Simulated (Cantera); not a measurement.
Mixture: H2 : O2 : N2 = 1 : 0.526 : 1.98 (molar parts), equivalence ratio 0.95, at 3.06 atm, adiabatic and at constant volume. Ignition delay is the time to a rise of 400 K.

Model: the H2/O2 subset of GRI-Mech 3.0, which has no nitrogen chemistry, integrated in Cantera. The hydrogen kinetics of GRI-Mech 3.0 are dated; newer H2 mechanisms differ, most at raised pressure.

Predict: delay at 950 K; delay at 1050 K; delay at 1150 K; delay at 1250 K; apparent activation energy between 1200 and 1300 K.


```json
{
 "delay at 950 K": "46.1 ms",
 "delay at 1050 K": "1.31 ms",
 "delay at 1150 K": "29.3 µs",
 "delay at 1250 K": "12.5 µs",
 "apparent activation energy between 1200 and 1300 K": "83 kJ/mol"
}
```
